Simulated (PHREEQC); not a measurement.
Copper plating or etch bath: speciation

A solution holds 0.0015 mol/kgw Cu(NO3)2, 0.0032 mol/kgw HBF4 and 0.016 mol/kgw Na2SO4, at 35 °C. Closed to the air; pH follows from the charge balance.

Model: ion-association model, phreeqc.dat, run in PHREEQC.

This is a speciation only: nothing precipitates in the calculation.

Task: Estimate the pH.

Result: pH 2.77.

Task: In which forms is S present?

Result: SO4-2 81 %, HSO4- 9.5 %, NaSO4- 6.1 %, CuSO4 3.5 % of the S.

Real BF4- forms and hydrolyses slowly; the run takes it at equilibrium.
